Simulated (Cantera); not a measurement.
# Premixed flame

A freely propagating, adiabatic, planar premixed flame of 44.6 % H2, 7.68 % O2, 28.9 % N2, 18.8 % H2O, equivalence ratio 2.9, unburnt at 425 K and 0.987 atm; multicomponent transport, grid criteria slope 0.08 and curve 0.16, no radiation.

Model: the H2/O2 subset of GRI-Mech 3.0, which has no nitrogen chemistry, integrated in Cantera. Burning velocities carry a grid error of a few per cent, more on coarse grids.

```json
[
 {"z (mm)": "-1.23", "T (K)": "425", "u (m/s)": "2.12", "x H2": "0.446", "x O2": "0.0768", "x H2O": "0.188", "x O": "<1e-8", "x H": "<1e-8", "x HO2": "<1e-8"},
 {"z (mm)": "-0.818", "T (K)": "425", "u (m/s)": "2.12", "x H2": "0.446", "x O2": "0.0768", "x H2O": "0.188", "x O": "<1e-8", "x H": "<1e-8", "x HO2": "2.50e-8"},
 {"z (mm)": "-0.613", "T (K)": "426", "u (m/s)": "2.12", "x H2": "0.446", "x O2": "0.0768", "x H2O": "0.188", "x O": "<1e-8", "x H": "<1e-8", "x HO2": "3.06e-7"},
 {"z (mm)": "-0.409", "T (K)": "432", "u (m/s)": "2.15", "x H2": "0.444", "x O2": "0.0770", "x H2O": "0.188", "x O": "4.47e-8", "x H": "<1e-8", "x HO2": "6.04e-6"},
 {"z (mm)": "-0.204", "T (K)": "535", "u (m/s)": "2.60", "x H2": "0.429", "x O2": "0.0764", "x H2O": "0.198", "x O": "5.77e-6", "x H": "4.14e-5", "x HO2": "0.000338"},
 {"z (mm)": "-0.102", "T (K)": "777", "u (m/s)": "3.70", "x H2": "0.403", "x O2": "0.0668", "x H2O": "0.226", "x O": "6.46e-5", "x H": "0.00151", "x HO2": "0.000279"},
 {"z (mm)": "0", "T (K)": "1046", "u (m/s)": "4.91", "x H2": "0.368", "x O2": "0.0479", "x H2O": "0.270", "x O": "0.000253", "x H": "0.00749", "x HO2": "0.000118"},
 {"z (mm)": "0.102", "T (K)": "1233", "u (m/s)": "5.75", "x H2": "0.334", "x O2": "0.0262", "x H2O": "0.315", "x O": "0.000399", "x H": "0.0157", "x HO2": "5.06e-5"},
 {"z (mm)": "0.204", "T (K)": "1335", "u (m/s)": "6.21", "x H2": "0.314", "x O2": "0.0114", "x H2O": "0.344", "x O": "0.000285", "x H": "0.0208", "x HO2": "1.99e-5"},
 {"z (mm)": "0.409", "T (K)": "1418", "u (m/s)": "6.58", "x H2": "0.303", "x O2": "0.00177", "x H2O": "0.363", "x O": "7.92e-5", "x H": "0.0212", "x HO2": "2.85e-6"},
 {"z (mm)": "0.818", "T (K)": "1474", "u (m/s)": "6.81", "x H2": "0.305", "x O2": "0.000102", "x H2O": "0.367", "x O": "2.50e-5", "x H": "0.0160", "x HO2": "1.61e-7"},
 {"z (mm)": "1.64", "T (K)": "1518", "u (m/s)": "7.00", "x H2": "0.308", "x O2": "6.98e-6", "x H2O": "0.368", "x O": "1.05e-5", "x H": "0.0102", "x HO2": "1.48e-8"},
 {"z (mm)": "3.27", "T (K)": "1547", "u (m/s)": "7.12", "x H2": "0.311", "x O2": "2.19e-6", "x H2O": "0.369", "x O": "3.78e-6", "x H": "0.00592", "x HO2": "<1e-8"}
]
```
x: mole fraction of selected species; z is measured from the peak of heat release.

| Item | Result |
|---|---|
| laminar burning velocity | 212 cm/s |
| thermal thickness | 0.409 mm |
| peak x(O) | 0.000399 |
| peak x(H) | 0.0220 |
| peak x(HO2) | 0.000416 |
| grid points | 107 |
